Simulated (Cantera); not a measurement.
A Cantera script and what it prints.

```python
import numpy as np
import cantera as ct

gas_names = [...]  # 139 gases of nasa_gas.yaml made of C, H, N, O, Ti
cond_names = """
    C(gr) C6H6(L) C7H8(L) C8H18(L),n-octa H2O(s) H2O(L) Ti(a) Ti(b) Ti(L) TiC(s) TiC(L) TiN(s) TiN(L)
    TiO(a) TiO(b) TiO(L) TiO2(ru) TiO2(L) Ti2O3(a) Ti2O3(b) Ti2O3(L) Ti3O5(a) Ti3O5(b) Ti3O5(L) Ti4O7(s)
    Ti4O7(L)
""".split()


# ... load() reads the species with a 1 bar reference pressure and builds the phases ...
atoms = {
    'Ti(OiPr)4': {'Ti': 1, 'C': 12, 'H': 28, 'O': 4},
    'NH3': {'N': 1, 'H': 3},
}
top_T = {'C(gr)': 4500}  # K; cautious upper limits of use, not melting points


# ... equilibrate(T, P, feed) seeds the gas with the atoms and calls Mixture.equilibrate('TP', solver="vcs", rtol=1e-11, max_steps=5000) ...
results = []
feed = {'Ti(OiPr)4': 1, 'NH3': 0.45}  # mol
T = 1075  # K
P = 32000  # Pa
mix = equilibrate(T, P, feed)
results.append((T, P, feed, dict(zip(mix.species_names, mix.species_moles))))
x = sorted(zip(gas.X, gas.species_names), reverse=True)
print(f"T = {T:g} K  P = {P:g} Pa  gas = {mix.phase_moles(0):.4g} mol")
print("   x: " + "  ".join(f"{s} {v:.3e}" for v, s in x if v > 0.001))
print("   condensed (mol): " + ("  ".join(f"{mix.phase(i).name} {mix.phase_moles(i):.4g}"
      for i in range(1, mix.n_phases) if mix.phase_moles(i) > 1e-12) or "none"))
```

Output:

```
T = 1075 K  P = 32000 Pa  gas = 16.65 mol
   x: H2 8.563e-01  CO 1.150e-01  N2 1.351e-02  CH4 1.058e-02  H2O 3.983e-03
   condensed (mol): C(gr) 9.9  TiO2(ru) 1
```

Method: chemical equilibrium by Gibbs-energy minimisation in Cantera with the NASA 1993 tables (ideal gas, pure condensed phases). The feed counts by its element totals alone.
